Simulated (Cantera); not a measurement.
# Pyrogenic steam for wet oxidation

An isothermal, constant-pressure homogeneous reactor starts with 6.88 % H2, 14.3 % O2, 78.8 % N2, equivalence ratio 0.24, at 1300 K and 100.0 Torr.

Detailed kinetics in Cantera: the H2/O2 subset of GRI-Mech 3.0, which has no nitrogen chemistry. The temperature is held fixed by assumption; the heat of reaction is taken as removed at once.

```json
[
 {"t (s)": "4.00e-6", "x H2": "0.0688", "x O2": "0.143", "x HO2": "2.07e-9", "x OH": "1.67e-10", "x H2O": "5.79e-11", "x H2O2": "<1e-12", "x H": "1.94e-9"},
 {"t (s)": "1.13e-5", "x H2": "0.0688", "x O2": "0.143", "x HO2": "5.86e-9", "x OH": "9.78e-10", "x H2O": "1.00e-9", "x H2O2": "4.09e-12", "x H": "5.58e-9"},
 {"t (s)": "3.17e-5", "x H2": "0.0688", "x O2": "0.143", "x HO2": "1.66e-8", "x OH": "6.20e-9", "x H2O": "1.68e-8", "x H2O2": "3.20e-11", "x H": "2.42e-8"},
 {"t (s)": "8.94e-5", "x H2": "0.0688", "x O2": "0.143", "x HO2": "5.33e-8", "x OH": "1.35e-7", "x H2O": "6.35e-7", "x H2O2": "2.54e-10", "x H": "4.74e-7"},
 {"t (s)": "0.000252", "x H2": "0.0662", "x O2": "0.142", "x HO2": "5.54e-6", "x OH": "0.000345", "x H2O": "0.00176", "x H2O2": "3.36e-8", "x H": "0.00121"},
 {"t (s)": "0.000710", "x H2": "0.00421", "x O2": "0.108", "x HO2": "6.77e-6", "x OH": "0.00354", "x H2O": "0.0541", "x H2O2": "4.62e-7", "x H": "0.0187"},
 {"t (s)": "0.00200", "x H2": "0.00209", "x O2": "0.110", "x HO2": "6.63e-6", "x OH": "0.00249", "x H2O": "0.0644", "x H2O2": "5.06e-7", "x H": "0.00556"},
 {"t (s)": "0.00563", "x H2": "0.000410", "x O2": "0.112", "x HO2": "4.40e-6", "x OH": "0.00108", "x H2O": "0.0699", "x H2O2": "3.28e-7", "x H": "0.000435"},
 {"t (s)": "0.0159", "x H2": "4.68e-5", "x O2": "0.113", "x HO2": "1.25e-6", "x OH": "0.000365", "x H2O": "0.0710", "x H2O2": "1.08e-7", "x H": "1.66e-5"},
 {"t (s)": "0.0447", "x H2": "6.75e-6", "x O2": "0.113", "x HO2": "2.52e-7", "x OH": "0.000141", "x H2O": "0.0711", "x H2O2": "3.03e-8", "x H": "9.51e-7"},
 {"t (s)": "0.126", "x H2": "1.41e-6", "x O2": "0.113", "x HO2": "6.13e-8", "x OH": "6.57e-5", "x H2O": "0.0712", "x H2O2": "9.02e-9", "x H": "9.52e-8"},
 {"t (s)": "0.355", "x H2": "3.80e-7", "x O2": "0.113", "x HO2": "2.06e-8", "x OH": "3.44e-5", "x H2O": "0.0712", "x H2O2": "2.93e-9", "x H": "1.37e-8"},
 {"t (s)": "1.00", "x H2": "1.25e-7", "x O2": "0.113", "x HO2": "1.20e-8", "x OH": "1.98e-5", "x H2O": "0.0712", "x H2O2": "1.08e-9", "x H": "2.62e-9"}
]
```
x: mole fraction; the columns are a selection and need not sum to one.

Equilibrium at this temperature and pressure: H2 5.07e-8, O2 0.113, HO2 1.20e-8, OH 1.26e-5, H2O 0.0712, H2O2 4.79e-10, H 6.87e-10 (gas phase only).
